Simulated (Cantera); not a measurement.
**Thermodynamics of abatement and gas-phase synthesis, feed NH3 + O2 + N2**

A closed system holds: 1 mol NH3, 0.17 mol O2, 19 mol N2, equilibrated at 1900 K and 590000 Pa.

Cantera equilibrium calculation (NASA polynomials, part measured and part estimated; ideal gas, pure solids and liquids). Candidate condensed phases: H2O; 24 gas species. Kinetics and transport are ignored.

```json
{
  "x(N2)": "0.929",
  "x(H2)": "0.0552",
  "x(H2O)": "0.0162",
  "x(H)": "7.68e-5",
  "x(OH)": "1.85e-6",
  "x(NH3)": "1.77e-6",
  "gas_amount": "21.00 mol"
}
```
